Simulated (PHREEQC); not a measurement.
Solution (25 °C): 0.0019 mol K2CO3 and 0.025 mol KNO3 per kg of water. Closed to the air; pH follows from the charge balance.

Computed with PHREEQC (ion-association model, phreeqc.dat).

The ionic strength comes out as 0.0302 mol/kgw. What activity coefficients do OH-, CO3-2, NO3-, K+, HCO3- get?

OH- 0.84, CO3-2 0.54, NO3- 0.84, K+ 0.85, HCO3- 0.86.

Precipitation was switched off in this run. Complexes and solids missing from the database can't appear.
